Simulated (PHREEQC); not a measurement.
Make-up at 25 °C: 1.1 mol NaBr per kg of water. Closed to the air; pH follows from the charge balance.

Equilibrium calculation in PHREEQC: ion-association model, phreeqc.dat.

No solid was allowed to form.

Q: Predict the activity of water.

A: activity of water 0.963.

The ionic strength is past about 0.7 mol/kgw, beyond the range of this activity model, so the values are rough. Species that the database lacks are ignored.
